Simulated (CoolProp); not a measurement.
Values from CoolProp's reference Helmholtz-energy equation of state, Tillner-Roth 1994.

**Question.** Give the vapour pressure (MPa), liquid density (kg/m³), liquid cp (kJ/(kg K)), liquid viscosity (µPa s) of saturated R134a at 274.2, 279.7, 329.2 K.

**Answer.** 
| T (K) | p (MPa) | liquid density (kg/m³) | liquid cp (kJ/(kg K)) | liquid viscosity (µPa s) |
|---|---|---|---|---|
| 274.2 | 0.304 | 1290 | 1.34 | 263 |
| 279.7 | 0.369 | 1270 | 1.36 | 245 |
| 329.2 | 1.53 | 1070 | 1.62 | 131 |

Viscosity comes from a separate model (Huber 2003), an estimate that may be off by 10 % or more.
